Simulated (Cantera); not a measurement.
Feed: 1 mol Si3N4, 0.041 mol H2O, a varied amount of N2, equilibrated at 2173.15 K and 0.133 bar.

These are equilibrium values from Cantera (NASA tables, ideal gas, pure condensed phases), not measurements of a reactor. Candidate condensed phases: H2O, Si, SiO2, Si2N2O, Si3N4; 35 gas species. The tables' values for SiN are old estimates; treat these amounts as uncertain. Equilibrium is a limit: real reactors are often held back by kinetics, nucleation or transport.

Problem. At 5.3 mol N2, list the 4 most abundant gas species with their mole fractions, and the condensed phases.

Solution. N2 0.986, SiO 0.00554, H2 0.00505, Si 0.00212. Condensed: Si(l).
